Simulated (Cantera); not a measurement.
What does this Cantera script print?

```python
import numpy as np
import cantera as ct

gas = ct.Solution("gri30.yaml")
gas.TPX = 1325, 490000, {'CH3OH': 1, 'O2': 1.65, 'N2': 7.25, 'H2O': 0.035}
reactor = ct.IdealGasConstPressureReactor(gas, energy="on", clone=False)
net = ct.ReactorNet([reactor])
net.rtol, net.atol = 1e-08, 1e-16
show = ['CH3OH', 'O2', 'C2H2', 'CH4', 'HCN', 'NO2']
times = np.geomspace(2e-06, 2, 10)

steps = ct.SolutionArray(gas, extra=["t"])
rows = []
print(f"{'t/s':>10s}{'T/K':>9s}{'P/Pa':>11s}" + "".join(f"{s:>11s}" for s in show))
for t in times:
    while net.time < t:
        t_next = net.step()
        steps.append(gas.state, t=t_next)
    rows.append([np.interp(t, steps.t, y) for y in (steps.T, steps.P, *steps(*show).X.T)])
    print(f"{t:10.3e}{rows[-1][0]:9.1f}{rows[-1][1]:11.4g}" + "".join(f"{x:11.3e}" for x in rows[-1][2:]))
rate = np.gradient(steps.T, steps.t)
print("integrator steps:", len(steps.t))
if steps.T.max() > steps.T[0] + 200:
    print(f"time of steepest temperature rise: {steps.t[rate.argmax()]:.4e} s")
gas.TPX = 1325, 490000, {'CH3OH': 1, 'O2': 1.65, 'N2': 7.25, 'H2O': 0.035}
gas.equilibrate("HP")
print(f"equilibrium (HP): T = {gas.T:.1f} K  " + "  ".join(f"{s} {gas[s].X[0]:.3e}" for s in show))
```

Output:

```
       t/s      T/K       P/Pa      CH3OH         O2       C2H2        CH4        HCN        NO2
 2.000e-06   1325.0    4.9e+05  1.007e-01  1.661e-01  3.264e-15  5.056e-08  7.502e-18  5.750e-22
 9.283e-06   1325.0    4.9e+05  1.006e-01  1.661e-01  1.536e-14  7.123e-07  3.800e-17  8.076e-20
 4.309e-05   1325.0    4.9e+05  1.006e-01  1.660e-01  7.388e-14  4.922e-06  2.106e-16  1.050e-17
 2.000e-04   1325.8    4.9e+05  9.989e-02  1.657e-01  4.245e-13  1.978e-05  3.210e-15  3.620e-15
 9.283e-04   2652.4    4.9e+05  2.283e-16  2.195e-02  3.743e-19  1.067e-15  2.167e-10  1.252e-06
 4.309e-03   2642.8    4.9e+05  2.414e-16  1.959e-02  3.922e-19  1.164e-15  4.496e-10  4.038e-06
 2.000e-02   2641.9    4.9e+05  2.427e-16  1.938e-02  3.939e-19  1.173e-15  4.703e-10  4.272e-06
 9.283e-02   2641.9    4.9e+05  2.427e-16  1.938e-02  3.939e-19  1.173e-15  4.703e-10  4.272e-06
 4.309e-01   2641.9    4.9e+05  2.427e-16  1.938e-02  3.939e-19  1.173e-15  4.703e-10  4.272e-06
 2.000e+00   2641.9    4.9e+05  2.427e-16  1.938e-02  3.939e-19  1.173e-15  4.703e-10  4.272e-06
integrator steps: 2039
time of steepest temperature rise: 4.2033e-04 s
equilibrium (HP): T = 2641.9 K  CH3OH 2.523e-16  O2 1.938e-02  C2H2 4.297e-19  CH4 1.523e-15  HCN 4.703e-10  NO2 4.272e-06
```

Computed with Cantera and GRI-Mech 3.0 (53 species, 325 reactions). GRI-Mech 3.0 was tuned for natural gas; its chemistry of methanol as a main component is partial and can be far from experiment.
